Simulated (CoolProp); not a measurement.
Saturation properties of dimethyl carbonate (Tc = 557.0 K, pc = 4909 kPa, ω = 0.346).

The numbers come from the reference Helmholtz-energy equation of state, Zhou 2011 in CoolProp.

```
T (K)  p (kPa)  liquid density (kg/m³)  vapour density (kg/m³)  enthalpy of vaporisation (kJ/kg)  liquid cp (kJ/(kg K))  surface tension (mN/m)
-----  -------  ----------------------  ----------------------  --------------------------------  ---------------------  ----------------------
332.5    34.07                    1017                   1.125                             396.5                  1.889                    23.3
345.5    55.56                   999.1                   1.775                             387.8                  1.917                    21.5
358.5    86.87                   980.8                   2.695                             378.9                  1.947                    19.7
371.5    130.9                   962.1                   3.955                             369.8                  1.979                    17.9
384.5      [?]                     [?]                   5.636                             360.4                  2.014                    16.2
397.5      [?]                   923.4                   7.832                             350.6                  2.052                    14.5
410.5      [?]                   903.2                   10.65                               [?]                  2.092                    12.9
423.4    503.0                     [?]                   14.19                             329.7                  2.134                    11.3
436.4      [?]                   860.8                   18.65                               [?]                  2.180                    9.84
```

Problem. What belongs in the gaps?

Solution. 
- 384.5, p (kPa): 190.8
- 384.5, liquid density (kg/m³): 943.0
- 397.5, p (kPa): 270.3
- 410.5, p (kPa): 373.3
- 410.5, enthalpy of vaporisation (kJ/kg): 340.4
- 423.4, liquid density (kg/m³): 882.5
- 436.4, p (kPa): 665.9
- 436.4, enthalpy of vaporisation (kJ/kg): 318.2

It boils at 363.3 K under 1 atm.

Surface tension comes from a separate correlation (Mulero 2014).
